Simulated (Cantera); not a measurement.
## Equilibrium for sublimation and decomposition of ceramics: TiC + C + H2

A closed system holds: 1 mol TiC, 0.024 mol C, 0.085 mol H2, at 1900 K.

Method: chemical equilibrium by Gibbs-energy minimisation in Cantera with the NASA 1993 tables (ideal gas, pure condensed phases). Candidate condensed phases: C, C6H6, C7H8, C8H18, Ti, TiC; 77 gas species. TiC: taken at fixed stoichiometry. The numbers say what is thermodynamically allowed, not how fast it happens.

From 1.00 Pa to 10.0 bar the condensed part is C(graphite) + TiC(s).

```tsv
P (Pa)	x H2	x H	x CH4	x C2H2 (acetylene)	x C2H4	x CH3	x Ti	x C2H	n C(graphite)	n TiC(s)
1	0.778	0.221	3.40e-9	0.000297	2.81e-11	1.94e-8	9.93e-6	1.11e-6	0.0239	1.000
10	0.923	0.0763	4.79e-8	0.000353	3.95e-10	7.93e-8	9.93e-7	3.81e-7	0.0239	1.00
100	0.975	0.0248	5.34e-7	0.000372	4.41e-9	2.72e-7	9.93e-8	1.24e-7	0.0239	1.00
1000	0.992	0.00790	5.53e-6	0.000379	4.56e-8	8.83e-7	9.93e-9	3.95e-8	0.0239	1.00
10000	0.997	0.00251	5.59e-5	0.000381	4.61e-7	2.81e-6	9.93e-10	1.25e-8	0.0239	1.00
100000	0.998	0.000793	0.000560	0.000381	4.62e-6	8.91e-6	9.93e-11	3.96e-9	0.0239	1.00
1000000	0.994	0.000250	0.00555	0.000379	4.58e-5	2.80e-5	9.93e-12	1.25e-9	0.0235	1.00
```
x: gas mole fraction; n: condensed amount in mol.
